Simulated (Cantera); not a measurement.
What does this Cantera script print?

```python
import numpy as np
import cantera as ct

gas_names = """
    CL CL2 N N2 Si SiCL SiCL2 SiCL3 SiCL4 SiN Si2 Si2N Si3
""".split()
cond_names = """
    Si(cr) Si(L) Si3N4(a)
""".split()


def load(file, names, dense=False):
    # The tables refer to 1 bar. Condensed volumes are neglected.
    table = {s.name: s for s in ct.Species.list_from_file(file)}
    out = []
    for n in names:
        d = dict(table[n].input_data)
        d["thermo"] = dict(d["thermo"], **{"reference-pressure": 1e5})
        if dense:
            d["equation-of-state"] = {"model": "constant-volume", "density": "1e6 g/cm^3"}
        out.append(ct.Species.from_dict(d))
    return out


gas = ct.Solution(thermo="ideal-gas", species=load("nasa_gas.yaml", gas_names))
cond = {s.name: ct.Solution(thermo="fixed-stoichiometry", species=[s], name=s.name)
        for s in load("nasa_condensed.yaml", cond_names, dense=True)}
atoms = {
    'Si2Cl6': {'Si': 2, 'CL': 6},
    'Cl2': {'CL': 2},
    'N2': {'N': 2},
}
top_T = {'Si3N4(a)': 2400}  # K; cautious upper limits of use, not melting points


def equilibrate(T, P, feed):
    n = {}
    for name, mol in feed.items():
        for a, k in atoms[name].items():
            n[a] = n.get(a, 0.0) + k * mol
    gas.TPX = T, P, n
    mass = sum(n.values()) * gas.mean_molecular_weight
    gas.equilibrate("TP")
    valid = [c for c in cond.values() if c.min_temp <= T <= top_T.get(c.name, c.max_temp)]
    mix = ct.Mixture([(gas, mass / gas.mean_molecular_weight)] + [(c, 0.0) for c in valid])
    mix.T, mix.P = T, P
    mix.equilibrate("TP", solver="vcs", rtol=1e-11, max_steps=5000)
    return mix


results = []
feed = {'Si2Cl6': 1, 'Cl2': 0.022, 'N2': 200}  # mol
T = 1473  # K
for P in [100, 230, 540, 1300, 2900, 6800, 16000, 37000, 86000, 200000]:
    mix = equilibrate(T, P, feed)
    results.append((T, P, feed, dict(zip(mix.species_names, mix.species_moles))))

top = {s: max(r[3][s] / sum(r[3][g] for g in gas_names) for r in results) for s in gas_names}
cols = sorted((s for s in top if top[s] > 0.001), key=lambda s: -top[s])[:5]
seen = [c for c in cond_names if any(r[3].get(c, 0) > 1e-12 for r in results)]
print("log10 of partial pressures in bar; condensed amounts in mol")
print(f"{'P/Pa':>10s}" + "".join(f"{s[:9]:>10s}" for s in cols + seen))
for T, P, feed, n in results:
    ng = sum(n[g] for g in gas_names)
    print(f"{P:10.4g}" + "".join(f"{np.log10(max(n[s] / ng * P / 1e5, 1e-99)):10.3f}" for s in cols)
          + "".join(f"{n.get(c, 0):10.4g}" for c in seen))
```

Output:

```
log10 of partial pressures in bar; condensed amounts in mol
      P/Pa        N2     SiCL4     SiCL2     SiCL3        CL  Si3N4(a)
       100    -3.005    -5.491    -5.339    -5.682    -5.805         0
       230    -2.643    -5.079    -5.019    -5.316    -5.760         0
       540    -2.272    -4.684    -4.670    -4.944    -5.736         0
      1300    -1.890    -4.291    -4.299    -4.562    -5.725         0
      2900    -1.542    -3.938    -3.955    -4.214    -5.721         0
      6800    -1.172    -3.566    -3.587    -3.844    -5.719         0
   1.6e+04    -0.800    -3.144    -3.317    -3.498    -5.643   0.02842
   3.7e+04    -0.436    -2.695    -3.214    -3.222    -5.470   0.08041
   8.6e+04    -0.069    -2.278    -3.127    -2.970    -5.305    0.1131
     2e+05     0.298    -1.880    -3.051    -2.733    -5.144    0.1326
```

These are equilibrium values from Cantera (NASA tables, ideal gas, pure condensed phases), not measurements of a reactor. The feed counts by its element totals alone. N2 is the only nitrogen source here; it is nearly inert below about 1500 K, so the nitride shown seldom forms there in practice. The tables' values for SiCl3 are old estimates; treat these amounts as uncertain.
